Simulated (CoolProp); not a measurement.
Properties of chlorine along the isotherm 9.65 °C.

The numbers come from the reference Helmholtz-energy equation of state, Thol 2021 in CoolProp.

| p (bar) | phase | Z | cp (kJ/(kg K)) | cv (kJ/(kg K)) | speed of sound (m/s) | Joule-Thomson coefficient (K/MPa) | isothermal compressibility (1/MPa) |
|---|---|---|---|---|---|---|---|
| 0.604 | gas | 0.9911 | (withheld) | 0.3606 | 208.8 | 33.76 | 16.71 |
| 0.887 | gas | 0.9868 | 0.4867 | 0.3621 | 208.3 | 33.81 | 11.43 |
| 1.3 | gas | 0.9805 | 0.4926 | 0.3644 | 207.6 | 33.87 | 7.848 |
| 1.91 | gas | 0.9711 | 0.5017 | 0.3678 | 206.5 | 33.96 | 5.396 |
| 2.8 | gas | 0.9570 | 0.5159 | 0.3729 | 204.8 | 34.11 | 3.739 |
| 4.12 | gas | 0.9353 | 0.5394 | 0.3809 | 202.2 | 34.36 | 2.608 |
| 6.04 | liquid | 0.01265 | 0.9713 | 0.4880 | 881.8 | -0.2921 | 0.001778 |
| 8.87 | liquid | 0.01857 | 0.9705 | 0.4880 | 883.4 | -0.2936 | 0.001769 |
| 13 | liquid | 0.02720 | 0.9693 | 0.4880 | 885.8 | (withheld) | 0.001756 |
| 19.1 | liquid | 0.03992 | 0.9675 | 0.4881 | 889.2 | -0.2986 | 0.001737 |
| 28 | liquid | 0.05842 | 0.9651 | 0.4881 | 894.2 | -0.3029 | 0.001711 |
| 41.2 | liquid | 0.08578 | 0.9615 | 0.4882 | 901.4 | -0.3090 | 0.001674 |
| 60.4 | liquid | 0.1254 | 0.9567 | 0.4884 | 911.6 | -0.3174 | 0.001622 |
| 88.7 | liquid | 0.1833 | 0.9501 | 0.4886 | 926.1 | -0.3288 | 0.001553 |
| 130 | liquid | 0.2669 | 0.9416 | 0.4891 | 946.3 | -0.3438 | 0.001464 |
| 191 | liquid | 0.3888 | 0.9308 | (withheld) | 974.2 | -0.3629 | 0.001352 |

Problem. Some entries are withheld; supply them.

Solution. 
- 0.604, cp (kJ/(kg K)): 0.4827
- 13, Joule-Thomson coefficient (K/MPa): -0.2956
- 191, cv (kJ/(kg K)): 0.4899
